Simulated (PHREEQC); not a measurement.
Consider water at 60 °C with 0.013 mol/kgw HF, 0.0018 mol/kgw (CH3)4NF, 3.7e-05 mol/kgw H2SiF6 and 4.2e-05 mol/kgw HCl. Closed to the air; pH follows from the charge balance.

The numbers come from PHREEQC with the ion-association model, phreeqc.dat.

| quantity | before | after |
|---|---|---|
| pH | 2.86 | 2.14 |
| ionic strength (mol/kgw) | 0.00332 | 0.00976 |
| F- (mol/kgw) | 0.00301 | 0.00631 |
| HF2- (mol/kgw) | 0.000152 | 0.00330 |
| SI of Quartz (SiO2) | -3.23 | -7.97 |

Problem. Name the change that produced these shifts.
A) (CH3)4NF from 0.0018 to 0.00036 mol/kgw
B) temperature from 60 to 5 °C
C) 0.0056 mol/kgw Na2CO3 added
D) HF from 0.013 to 0.13 mol/kgw
E) H2SiF6 from 3.7e-05 to 0.00037 mol/kgw

Solution. D, HF from 0.013 to 0.13 mol/kgw

This is a speciation only: nothing precipitates in the calculation. (CH3)4N+ isn't in the database: it is added as a free cation with an ion size of 4 Å. Constants without temperature data keep their 25 °C values here. SiF6-2 is the database's only silicon fluoride.
